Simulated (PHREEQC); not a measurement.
## Brine

A solution holds 0.43 mol/kgw H2SO4, 0.87 mol/kgw KCl and 3.4 mol/kgw KBr, at 25 °C. Closed to the air; pH follows from the charge balance.

The numbers come from PHREEQC with the Pitzer model, pitzer.dat.

| Quantity | Result |
|---|---|
| pH | -0.09 |
| ionic strength | 4.83 mol/kgw |
| activity of water | 0.839 |
| density | 1.286 g/cm³ |
| osmotic coefficient | 1.033 |
| total alkalinity | -860 meq/kg |

| species | molality | activity | log γ |
|---|---|---|---|
| K+ | 4.27 | 2.69 | -0.201 |
| Br- | 3.40 | 2.17 | -0.196 |
| Cl- | 0.870 | 0.513 | -0.229 |
| H+ | 0.497 | 1.23 | 0.394 |
| HSO4- | 0.363 | 0.138 | -0.420 |
| SO4-2 | 0.0667 | 0.00118 | -1.753 |

This is a speciation only: nothing precipitates in the calculation. In brines, pH and single-ion activities rest on the MacInnes convention.
